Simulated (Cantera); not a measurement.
Input (Python, Cantera) and output of one run.

```python
import numpy as np
import cantera as ct

gas_names = [...]  # 123 gases of nasa_gas.yaml made of C, H, O, Si
cond_names = """
    C(gr) C6H6(L) C7H8(L) C8H18(L),n-octa H2O(s) H2O(L) Si(cr) Si(L) SiC(b) SiO2(Lqz) SiO2(hqz) SiO2(L)
""".split()


# ... load() reads the species with a 1 bar reference pressure and builds the phases ...
atoms = {
    'Si': {'Si': 1},
    'CO': {'C': 1, 'O': 1},
    'H2': {'H': 2},
    'H2O': {'H': 2, 'O': 1},
}
top_T = {'C(gr)': 4500, 'SiC(b)': 3050}  # K; cautious upper limits of use, not melting points


# ... equilibrate(T, P, feed) seeds the gas with the atoms and calls Mixture.equilibrate('TP', solver="vcs", rtol=1e-11, max_steps=5000) ...
results = []
feed = {'Si': 1, 'CO': 0.61, 'H2': 54, 'H2O': 0.013}  # mol
P = 1333.22  # Pa
for T in [1175, 1225, 1275, 1325, 1375, 1425, 1475, 1525, 1575, 1625]:
    mix = equilibrate(T, P, feed)
    results.append((T, P, feed, dict(zip(mix.species_names, mix.species_moles))))

top = {s: max(r[3][s] / sum(r[3][g] for g in gas_names) for r in results) for s in gas_names}
cols = sorted((s for s in top if top[s] > 0.001), key=lambda s: -top[s])[:8]
seen = [c for c in cond_names if any(r[3].get(c, 0) > 1e-12 for r in results)]
print("log10 of partial pressures in bar; condensed amounts in mol")
print(f"{'T/K':>10s}" + "".join(f"{s[:9]:>10s}" for s in cols + seen))
for T, P, feed, n in results:
    ng = sum(n[g] for g in gas_names)
    print(f"{T:10.4g}" + "".join(f"{np.log10(max(n[s] / ng * P / 1e5, 1e-99)):10.3f}" for s in cols)
          + "".join(f"{n.get(c, 0):10.4g}" for c in seen))
```

Result:

```
log10 of partial pressures in bar; condensed amounts in mol
       T/K        H2       SiO        CO    Si(cr)    SiC(b) SiO2(hqz)
      1175    -1.875    -6.590    -8.805   0.07801      0.61     0.311
      1225    -1.875    -5.964    -8.058   0.07637    0.6099    0.3093
      1275    -1.875    -5.389    -7.371   0.07051    0.6098    0.3031
      1325    -1.876    -4.858    -6.736   0.05153    0.6092     0.283
      1375    -1.876    -4.386    -6.089         0    0.6067    0.2263
      1425    -1.878    -4.134    -4.934         0    0.5625    0.1378
      1475    -1.880    -3.908    -4.547         0    0.4935         0
      1525    -1.880    -3.908    -4.546         0    0.4935         0
      1575    -1.880    -3.908    -4.546         0    0.4934         0
      1625    -1.880    -3.908    -4.546         0    0.4933         0
```

Method: chemical equilibrium by Gibbs-energy minimisation in Cantera with the NASA 1993 tables (ideal gas, pure condensed phases). Mutual solubility and eutectic melting of coexisting phases are not modelled. The tables hold silica as quartz up to 1696 K and as liquid above; real silica turns to tridymite and cristobalite and melts near 1996 K.
